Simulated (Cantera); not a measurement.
A perfectly stirred reactor is fed with 20.7 % H2, 30.5 % O2, 48.8 % N2, at 0.300 bar; it is held at 1000 K, and followed from long to short residence time.

Computed with Cantera and GRI-Mech 3.0 (53 species, 325 reactions). The temperature is held fixed by assumption; the heat of reaction is taken as removed at once.

One state of this run: x H2 = 0.00790; x O2 = 0.227; x OH = 5.85e-5; x NO = 6.74e-9; x HO2 = 7.06e-5. x: mole fraction; the columns are a selection and need not sum to one.

Problem. Which value of τ (s) does it belong to?
A. 3.1
B. 0.017
C. 0.096
D. 0.0029

Solution. C, 0.096
